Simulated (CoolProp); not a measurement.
Vapour-liquid equilibrium of diethyl ether (1) + methanol (2) at 0.0892 MPa; x and y are mole fractions of (1).

Values from CoolProp's multi-fluid Helmholtz-energy mixture model, Thol 2014 and de Reuck 1993; pair parameters Bell 2016.

| x | bubble temperature (K) | y at the bubble point | dew temperature at overall composition x (K) | liquid density (mol/L) |
|---|---|---|---|---|
| 0.05 | 327.2 | 0.284 | 333.3 | 22.18 |
| 0.2 | 315.0 | 0.623 | 329.5 | 18.82 |
| 0.35 | 310.1 | 0.724 | 325.2 | 16.12 |
| 0.5 | 307.7 | 0.773 | 320.0 | 13.98 |
| 0.65 | 306.2 | 0.813 | 313.7 | 12.27 |
| 0.8 | 304.9 | 0.866 | 306.6 | 10.90 |
| 0.95 | 304.1 | 0.954 | 304.1 | 9.785 |

No azeotrope shows between x = 0.05 and 0.95.

The pair parameters rest on a limited set of measurements; away from them the model extrapolates.
